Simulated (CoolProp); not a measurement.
Vapour-liquid equilibrium of propane (1) + cyclohexane (2) at 344 K; x and y are mole fractions of (1).

Values from CoolProp's multi-fluid Helmholtz-energy mixture model, Lemmon 2009 and Zhou 2014; pair parameters Bell 2016.

Problem. Give the bubble pressure and the first vapour's composition at x = 0.125, 0.275, 0.425. Is there an azeotrope?

Solution. x = 0.125: 390.8 kPa, y = 0.814; x = 0.275: 762.9 kPa, y = 0.909; x = 0.425: 1120 kPa, y = 0.942. No azeotrope shows between x = 0.05 and 0.95.

Pair parameters are fitted to limited data, so mixtures are less certain than the pure fluids.
